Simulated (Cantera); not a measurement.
Input (Python, Cantera) and output of one run.

```python
import numpy as np
import cantera as ct

gas_names = """
    H HO2 H2 H2O H2O2 H2S H2SO4 O OH O2 O3 S SH SO SO2 SO3 S2 S2O S8
""".split()
cond_names = """
    H2O(s) H2O(L) H2SO4(L) S(cr1) S(cr2) S(L)
""".split()


# ... load() reads the species with a 1 bar reference pressure and builds the phases ...
atoms = {
    'SO2': {'S': 1, 'O': 2},
    'H2O': {'H': 2, 'O': 1},
}
top_T = {}  # K; cautious upper limits of use, not melting points


# ... equilibrate(T, P, feed) seeds the gas with the atoms and calls Mixture.equilibrate('TP', solver="vcs", rtol=1e-11, max_steps=5000) ...
results = []
feed = {'SO2': 1, 'H2O': 7}  # mol
P = 133.322  # Pa
for T in [3098, 3148, 3198, 3248, 3298, 3348, 3398, 3448]:
    mix = equilibrate(T, P, feed)
    results.append((T, P, feed, dict(zip(mix.species_names, mix.species_moles))))

top = {s: max(r[3][s] / sum(r[3][g] for g in gas_names) for r in results) for s in gas_names}
cols = sorted((s for s in top if top[s] > 1e-05), key=lambda s: -top[s])[:7]
seen = [c for c in cond_names if any(r[3].get(c, 0) > 1e-12 for r in results)]
print("log10 of partial pressures in bar; condensed amounts in mol")
print(f"{'T/K':>10s}" + "".join(f"{s[:9]:>10s}" for s in cols + seen))
for T, P, feed, n in results:
    ng = sum(n[g] for g in gas_names)
    print(f"{T:10.4g}" + "".join(f"{np.log10(max(n[s] / ng * P / 1e5, 1e-99)):10.3f}" for s in cols)
          + "".join(f"{n.get(c, 0):10.4g}" for c in seen))
```

Result:

```
log10 of partial pressures in bar; condensed amounts in mol
       T/K         H         O         S        OH        H2        O2        SO
      3098    -3.117    -3.322    -4.310    -4.872    -4.885    -5.035    -5.097
      3148    -3.115    -3.317    -4.296    -4.986    -5.004    -5.162    -5.220
      3198    -3.114    -3.313    -4.285    -5.097    -5.121    -5.287    -5.345
      3248    -3.113    -3.310    -4.277    -5.207    -5.234    -5.411    -5.469
      3298    -3.112    -3.308    -4.272    -5.314    -5.345    -5.532    -5.592
      3348    -3.112    -3.306    -4.268    -5.419    -5.453    -5.650    -5.713
      3398    -3.111    -3.305    -4.265    -5.521    -5.558    -5.766    -5.832
      3448    -3.111    -3.304    -4.262    -5.621    -5.660    -5.878    -5.948
```

Cantera equilibrium calculation (NASA polynomials, part measured and part estimated; ideal gas, pure solids and liquids).
